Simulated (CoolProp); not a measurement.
A simple Rankine cycle with R124: condensing at 316.15 K, boiler at 1.71 MPa, turbine inlet 361.9 K, turbine efficiency 0.85, pump efficiency 0.6, no recuperator. Each further row changes one setting.

Computed with CoolProp (reference Helmholtz-energy equation of state, de Vries 1995).

| case | thermal efficiency (%) | net work (kJ/kg) | heat in (kJ/kg) | turbine exit temperature (K) | volume ratio over the turbine |
|---|---|---|---|---|---|
| as stated | 7.9 | 12.4 | 158 | 327.4 | 2.92 |
| turbine inlet 381.9 K | 7.9 | 14.1 | 179 | 349.9 | 2.79 |
| condensing temperature 308.15 K | 9.3 | 15.5 | 167 | 320.9 | 3.66 |
| boiler pressure 1.2 MPa | 5.4 | 8.95 | 167 | 342.3 | 1.91 |
| turbine efficiency 0.75 | 6.8 | 10.8 | 158 | 329.2 | 2.94 |
